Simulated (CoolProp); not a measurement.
The numbers come from the reference Helmholtz-energy equation of state, Younglove 1994 in CoolProp. It is a modified Benedict-Webb-Rubin equation, recast in Helmholtz form.

Q: For R123, give the phase and the density (kg/m³), isothermal compressibility (1/MPa), conductivity (mW/(m K)), Prandtl number at 281.2 K and 0.0579 MPa; 281.2 K and 0.208 MPa; 281.2 K and 5.09 MPa.

A: 
- 281.2 K and 0.0579 MPa: liquid; density 1510, isothermal compressibility 0.00162, conductivity 81.3, Prandtl number 6.28
- 281.2 K and 0.208 MPa: liquid; density 1510, isothermal compressibility 0.00162, conductivity 81.3, Prandtl number 6.29
- 281.2 K and 5.09 MPa: liquid; density 1520, isothermal compressibility 0.00150, conductivity 83.1, Prandtl number 6.48

Viscosity comes from a separate model (Tanaka 1996). Thermal conductivity comes from a separate model (Laesecke 1996).
